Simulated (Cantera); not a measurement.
## Premixed flame

A freely propagating, adiabatic, planar premixed flame of CH₄ : H₂ : O₂ : N₂ = 1 : 1.2 : 2.8 : 10.9 (molar parts), unburnt at 698 K and 0.276 atm; mixture-averaged transport, grid criteria slope 0.08 and curve 0.16, no radiation.

Model: GRI-Mech 3.0 (53 species, 325 reactions), integrated in Cantera. Burning velocities carry a grid error of a few per cent, more on coarse grids.

```
z (mm)  T (K)  u (m/s)    x CH₄    x H₂    x O₂     x CO₂    x HCN       x H
------  -----  -------  -------  ------  ------  --------  -------  --------
-2.60     698     3.59   0.0629  0.0754   0.176     <1e-8    <1e-8   4.89e-8
-1.73     698     3.59   0.0629  0.0750   0.176   1.43e-8    <1e-8   1.88e-6
-1.30     700     3.60   0.0629  0.0743   0.176   2.35e-7    <1e-8   1.39e-5
-0.866    716     3.68   0.0626  0.0720   0.176   7.95e-6    <1e-8  0.000130
-0.433    891     4.57   0.0557  0.0653   0.167  0.000353  3.90e-8   0.00137
-0.217   1203     6.21   0.0372  0.0589   0.141   0.00198  2.49e-7   0.00400
0        1589     8.28   0.0115  0.0478  0.0945   0.00662  9.43e-7   0.00991
0.217    1771     9.29  0.00131  0.0331  0.0595    0.0134  1.17e-6    0.0169
0.433    1814     9.51  8.30e-5  0.0245  0.0447    0.0200  6.43e-7    0.0209
0.866    1846     9.65  3.56e-7  0.0213  0.0371    0.0290  1.27e-7    0.0230
1.73     1889     9.83    <1e-8  0.0214  0.0340    0.0363    <1e-8    0.0223
3.47     1949     10.1    <1e-8  0.0207  0.0320    0.0395    <1e-8    0.0192
6.93     2028     10.4    <1e-8  0.0188  0.0300    0.0410    <1e-8    0.0147
```
x: mole fraction of selected species; z is measured from the peak of heat release.

```json
{
 "laminar_burning_velocity": "359 cm/s",
 "thermal_thickness": "0.866 mm",
 "peak x(HCN)": "1.24e-6",
 "peak x(H)": "0.0231",
 "grid_points": "175"
}
```
